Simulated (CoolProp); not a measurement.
R236FA at 293.15 K and 0.19 MPa is compressed adiabatically to 1.28 MPa with isentropic efficiency 0.7. Each further row changes one setting.

Model: reference Helmholtz-energy equation of state, Pan 2012, in CoolProp.

```
case             work (kJ/kg)  final temperature (K)                       final phase  final density (kg/m³)
---------------  ------------  ---------------------  --------------------------------  ---------------------
as stated                 ___                    ___                               gas                    ___
efficiency 1             27.7                  354.3  two-phase, vapour fraction 0.919                   98.8
efficiency 0.65           ___                    ___                               gas                    ___
```

Task: Complete the blanks.

Result: 
- as stated, work (kJ/kg): 39.6
- as stated, final temperature (K): 357.1
- as stated, final density (kg/m³): 89.1
- efficiency 0.65, work (kJ/kg): 42.7
- efficiency 0.65, final temperature (K): 359.7
- efficiency 0.65, final density (kg/m³): 87.3
